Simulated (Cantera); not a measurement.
Input: 1 mol C₂H₅OH, 0.014 mol NH₃, 1.1 mol H₂, at 0.100 bar.

These are equilibrium values from Cantera (NASA tables, ideal gas, pure condensed phases), not measurements of a reactor. Candidate condensed phases: C, C₆H₆, C₇H₈, C₈H₁₈, H₂O; 136 gas species. Rates play no part. All values below are at 2800 K.

Base state: H₂ 0.600, H 0.200, CO 0.175, C₂H₂ (acetylene) 0.0200, HCN 0.00166, C₂H 0.000844, C₃ 0.000316, C₄H₂ 0.000278 (mole fractions); condensed: C(graphite).

What changes in the equilibrium state with this change: C₂H₅OH replaced by C?


| species | before | after |
|---|---|---|
| H₂ | 0.600 | 0.742 |
| H | 0.200 | 0.223 |
| C₂H₂ (acetylene) | 0.0200 | 0.0247 |
| CO | 0.175 | 0 |
| N₂ | 0.000241 | 0.00220 |
| HNC | 0.000264 | 0.000889 |
| HCN | 0.00166 | 0.00558 |
| C(graphite), mol | 0.737 | 0.923 |

What changes in the equilibrium state with this change: C₂H₅OH replaced by C₆H₆?


```json
[
 {"species": "H₂", "before": "0.600", "after": "0.747"},
 {"species": "H", "before": "0.200", "after": "0.224"},
 {"species": "C₂H₂ (acetylene)", "before": "0.0200", "after": "0.0249"},
 {"species": "CO", "before": "0.175", "after": "0"},
 {"species": "CH₃", "before": "1.97e-5", "after": "2.74e-5"},
 {"species": "CH₂", "before": "1.47e-5", "after": "1.83e-5"},
 {"species": "C₄H₂", "before": "0.000278", "after": "0.000346"},
 {"species": "C₂H₂ (vinylidene)", "before": "3.85e-5", "after": "4.78e-5"},
 {"species": "HCN", "before": "0.00166", "after": "0.00204"},
 {"species": "C(graphite), mol", "before": "0.737", "after": "5.74"}
]
```
